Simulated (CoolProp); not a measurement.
A single-stage vapour-compression cycle with isobutene: evaporating at 221.15 K (dew point), condensing at 284.15 K (bubble point), superheat 5 K, subcooling 5 K, compressor efficiency 0.7, no pressure losses. Each further row changes one setting.

The numbers come from the reference Helmholtz-energy equation of state, Lemmon 2005 in CoolProp. It is a short technical equation, of lower accuracy than the large ones.

```csv
case,cooling COP,pressure ratio,discharge temperature (K),refrigerating effect (kJ/kg),volumetric capacity (kJ/m³)
as stated,2.01,17.1,332.4,312,107
evaporating temperature 226.15 K,2.28,12.7,327.0,319,144
condensing temperature 279.15 K,2.24,14.4,325.8,324,111
subcooling 10 K,2.08,17.1,332.4,324,111
superheat 15 K,2.01,17.1,343.5,326,107
compressor efficiency 0.6,1.72,17.1,346.8,312,107
```
